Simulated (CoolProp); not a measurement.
50 sccm (0 °C, 1 atm) of nitrogen bubbles through liquid octamethyltrisiloxane (MDM) at 319.9 K and leaves saturated at a total pressure of 0.0282 MPa (ideal gas phase). Each further row changes one setting.

Computed with CoolProp (reference Helmholtz-energy equation of state, Thol 2017).

```
case                       vapour pressure (kPa)  mole fraction of vapour  delivery (mg/min)  delivery (sccm)  change of delivery for a bath 1 K warmer (%)
-------------------------  ---------------------  -----------------------  -----------------  ---------------  --------------------------------------------
as stated                                   1.83                   0.0651               36.7             3.48                                           6.0
bath temperature 324.9 K                    2.40                   0.0850               49.0             4.65                                           5.9
total pressure 0.0564 MPa                   1.83                   0.0325               17.7             1.68                                           5.8
```
